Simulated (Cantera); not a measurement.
What does this Cantera script print?

```python
import numpy as np
import cantera as ct

gas_names = """
    F FO FO2 F2 F2O H HF HNO HNO2 HNO3 HOF HO2 H2 H2F2 H2O H2O2 H3F3 H4F4 H5F5 H6F6 H7F7 N NF NF2 NF3 NH
    NH2 NH3 NH2OH NO NO2 NO3 N2 N2H2 N2H4 N2O O OH O2 O3
""".split()
cond_names = """
    H2O(s) H2O(L)
""".split()


def load(file, names, dense=False):
    # The tables refer to 1 bar. Condensed volumes are neglected.
    table = {s.name: s for s in ct.Species.list_from_file(file)}
    out = []
    for n in names:
        d = dict(table[n].input_data)
        d["thermo"] = dict(d["thermo"], **{"reference-pressure": 1e5})
        if dense:
            d["equation-of-state"] = {"model": "constant-volume", "density": "1e6 g/cm^3"}
        out.append(ct.Species.from_dict(d))
    return out


gas = ct.Solution(thermo="ideal-gas", species=load("nasa_gas.yaml", gas_names))
cond = {s.name: ct.Solution(thermo="fixed-stoichiometry", species=[s], name=s.name)
        for s in load("nasa_condensed.yaml", cond_names, dense=True)}
atoms = {
    'NF3': {'N': 1, 'F': 3},
    'H2O': {'H': 2, 'O': 1},
}
top_T = {}  # K; cautious upper limits of use, not melting points


def equilibrate(T, P, feed):
    n = {}
    for name, mol in feed.items():
        for a, k in atoms[name].items():
            n[a] = n.get(a, 0.0) + k * mol
    gas.TPX = T, P, n
    mass = sum(n.values()) * gas.mean_molecular_weight
    gas.equilibrate("TP")
    valid = [c for c in cond.values() if c.min_temp <= T <= top_T.get(c.name, c.max_temp)]
    mix = ct.Mixture([(gas, mass / gas.mean_molecular_weight)] + [(c, 0.0) for c in valid])
    mix.T, mix.P = T, P
    mix.equilibrate("TP", solver="vcs", rtol=1e-11, max_steps=5000)
    return mix


results = []
T = 3173.15  # K
P = 3100  # Pa
for m in [0.35, 1.1, 1.8, 2.5, 3.1, 3.8, 4.5, 5.2, 5.9, 6.6, 7.3, 8, 8.7]:
    feed = {'NF3': 1, 'H2O': m}  # mol
    mix = equilibrate(T, P, feed)
    results.append((T, P, feed, dict(zip(mix.species_names, mix.species_moles))))

top = {s: max(r[3][s] / sum(r[3][g] for g in gas_names) for r in results) for s in gas_names}
cols = sorted((s for s in top if top[s] > 1e-06), key=lambda s: -top[s])[:9]
seen = [c for c in cond_names if any(r[3].get(c, 0) > 1e-12 for r in results)]
print("log10 of partial pressures in bar; condensed amounts in mol")
print(f"{'n(H2O)':>10s}" + "".join(f"{s[:9]:>10s}" for s in cols + seen))
for T, P, feed, n in results:
    ng = sum(n[g] for g in gas_names)
    print(f"{feed['H2O']:10.4g}" + "".join(f"{np.log10(max(n[s] / ng * P / 1e5, 1e-99)):10.3f}" for s in cols)
          + "".join(f"{n.get(c, 0):10.4g}" for c in seen))
```

It prints:

```
log10 of partial pressures in bar; condensed amounts in mol
    n(H2O)         F        HF         H         O        N2        H2        OH        O2       H2O
      0.35    -1.728    -2.262    -3.780    -2.618    -2.401    -6.394    -5.011    -3.833    -7.201
       1.1    -2.175    -1.875    -2.945    -2.263    -2.491    -4.723    -3.821    -3.122    -5.175
       1.8    -2.697    -1.858    -2.406    -2.190    -2.598    -3.647    -3.209    -2.976    -4.025
       2.5    -2.998    -1.938    -2.186    -2.177    -2.703    -3.205    -2.975    -2.949    -3.570
       3.1    -3.153    -2.005    -2.097    -2.172    -2.778    -3.028    -2.882    -2.940    -3.388
       3.8    -3.282    -2.073    -2.037    -2.169    -2.853    -2.907    -2.818    -2.933    -3.264
       4.5    -3.380    -2.133    -1.998    -2.166    -2.917    -2.830    -2.777    -2.929    -3.185
       5.2    -3.460    -2.186    -1.971    -2.165    -2.973    -2.777    -2.749    -2.925    -3.130
       5.9    -3.527    -2.233    -1.952    -2.163    -3.023    -2.737    -2.728    -2.923    -3.089
       6.6    -3.584    -2.275    -1.937    -2.162    -3.068    -2.707    -2.712    -2.920    -3.058
       7.3    -3.635    -2.314    -1.925    -2.161    -3.109    -2.683    -2.699    -2.919    -3.033
         8    -3.680    -2.349    -1.915    -2.161    -3.147    -2.664    -2.688    -2.917    -3.013
       8.7    -3.721    -2.382    -1.907    -2.160    -3.182    -2.648    -2.680    -2.916    -2.996
```

Cantera equilibrium calculation (NASA polynomials, part measured and part estimated; ideal gas, pure solids and liquids).
